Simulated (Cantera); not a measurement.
Feed: 1 mol Si, 0.82 mol O₂, 0.4 mol CO, held at 1450 °C and 0.0100 bar.

Method: chemical equilibrium by Gibbs-energy minimisation in Cantera with the NASA 1993 tables (ideal gas, pure condensed phases). Candidate condensed phases: C, Si, SiC, SiO₂; 20 gas species. The tables hold silica as quartz up to 1696 K and as liquid above; real silica turns to tridymite and cristobalite and melts near 1996 K. Kinetics and transport are ignored.

Base state: CO 0.526, SiO 0.474, CO₂ 1.44e-5 (mole fractions); condensed: SiO₂(condensed).

Problem. What changes in the equilibrium state with this change: temperature from 1450 °C to 402 °C?

Solution. 
```json
[
 {"species": "CO₂", "before": "1.44e-5", "after": "0.913"},
 {"species": "CO", "before": "0.526", "after": "0.0868"},
 {"species": "SiO", "before": "0.474", "after": "<1e-9"},
 {"species": "SiO₂(condensed), mol", "before": "0.640", "after": "0"},
 {"species": "C(graphite), mol", "before": "0", "after": "0.379"},
 {"species": "SiO₂(α-quartz), mol", "before": "0", "after": "1.00"}
]
```
